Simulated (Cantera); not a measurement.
# Hydrocarbon pyrolysis for carbon deposition

An isothermal, constant-pressure homogeneous reactor starts with C2H6 : H2 = 1 : 2.7 (molar parts), at 2000 K and 0.540 bar.

Model: GRI-Mech 3.0 (53 species, 325 reactions), integrated in Cantera. GRI-Mech 3.0 stops at C3 and has no aromatics, soot or wall deposition, so with more carbon than oxygen in the feed, carbon stays in small species such as C2H2 where larger ones or solid carbon would form.

| t (s) | x C2H6 | x H2 | x CH4 | x C2H4 | x C2H2 | x CH2 | x H |
|---|---|---|---|---|---|---|---|
| 1.00e-6 | 0.167 | 0.692 | 0.0423 | 0.0196 | 0.000301 | 0.000123 | 0.00400 |
| 3.70e-6 | 0.0222 | 0.641 | 0.179 | 0.0634 | 0.0188 | 0.000152 | 0.00738 |
| 1.37e-5 | 0.00142 | 0.669 | 0.200 | 0.0386 | 0.0693 | 3.71e-5 | 0.00306 |
| 5.06e-5 | 0.000353 | 0.694 | 0.181 | 0.0139 | 0.102 | 1.22e-5 | 0.00156 |
| 0.000187 | 0.000201 | 0.722 | 0.143 | 0.00377 | 0.123 | 9.47e-6 | 0.00154 |
| 0.000693 | 6.91e-5 | 0.766 | 0.0815 | 0.00149 | 0.146 | 6.70e-6 | 0.00169 |
| 0.00256 | 1.03e-5 | 0.801 | 0.0302 | 0.000635 | 0.164 | 3.41e-6 | 0.00188 |
| 0.00949 | 9.52e-7 | 0.816 | 0.00877 | 0.000521 | 0.172 | 1.23e-6 | 0.00198 |
| 0.0351 | 1.56e-7 | 0.820 | 0.00314 | 0.000516 | 0.174 | 4.80e-7 | 0.00202 |
| 0.130 | 1.16e-7 | 0.821 | 0.00255 | 0.000516 | 0.174 | 3.94e-7 | 0.00202 |
| 0.480 | 1.16e-7 | 0.821 | 0.00255 | 0.000516 | 0.174 | 3.94e-7 | 0.00202 |
| 1.78 | 1.16e-7 | 0.821 | 0.00255 | 0.000516 | 0.174 | 3.94e-7 | 0.00202 |
| 6.58 | 1.16e-7 | 0.821 | 0.00255 | 0.000516 | 0.174 | 3.94e-7 | 0.00202 |
| 24.3 | 1.16e-7 | 0.821 | 0.00255 | 0.000516 | 0.174 | 3.94e-7 | 0.00202 |
| 90.0 | 1.16e-7 | 0.821 | 0.00255 | 0.000516 | 0.174 | 3.94e-7 | 0.00202 |
x: mole fraction; the columns are a selection and need not sum to one.

Equilibrium at this temperature and pressure: C2H6 1.16e-7, H2 0.821, CH4 0.00255, C2H4 0.000516, C2H2 0.174, CH2 3.94e-7, H 0.00202 (gas phase only).
